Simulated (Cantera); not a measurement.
A perfectly stirred reactor is fed with C2H6 : H2 : H2O = 1 : 59 : 1.1 (molar parts), at 0.000128 atm; it is held at 1623 K, and followed from long to short residence time.

Computed with Cantera and GRI-Mech 3.0 (53 species, 325 reactions). GRI-Mech 3.0 stops at C3 and has no aromatics, soot or wall deposition, so with more carbon than oxygen in the feed, carbon stays in small species such as C2H2 where larger ones or solid carbon would form. Radical loss at walls, strong at low pressure, is not modelled.

x: mole fraction; the columns are a selection and need not sum to one.

```tsv
τ (s)	x C2H6	x H2	x C2H4	x CH2	x C2H2	x CH3	x H
28	1.36e-5	0.957	7.47e-5	1.39e-6	0.00924	0.000676	0.00255
8.4	4.16e-5	0.955	0.000177	2.03e-6	0.00735	0.000963	0.00280
2.5	0.000129	0.953	0.000418	2.70e-6	0.00568	0.00125	0.00306
0.77	0.000391	0.952	0.000961	3.26e-6	0.00427	0.00150	0.00324
0.23	0.00123	0.952	0.00198	3.77e-6	0.00266	0.00180	0.00327
0.071	0.00364	0.954	0.00287	3.95e-6	0.00105	0.00219	0.00295
0.021	0.00935	0.960	0.00214	2.46e-6	0.000146	0.00215	0.00191
0.0065	0.0144	0.964	0.000487	4.58e-7	3.85e-6	0.00119	0.000733
0.0020	0.0159	0.965	…	…	…	…	…
0.00060	0.0163	0.966	4.97e-7	7.99e-10	5.63e-11	0.000201	1.83e-5
0.00018	0.0163	0.966	…	2.00e-11	<1e-12	…	…
```

Question: Complete the blanks.

Answer: 
- 0.0020, x C2H4: 2.62e-5
- 0.0020, x CH2: 2.74e-8
- 0.0020, x C2H2: 1.78e-8
- 0.0020, x CH3: 0.000543
- 0.0020, x H: 0.000147
- 0.00018, x C2H4: 7.32e-9
- 0.00018, x CH3: 6.47e-5
- 0.00018, x H: 1.89e-6
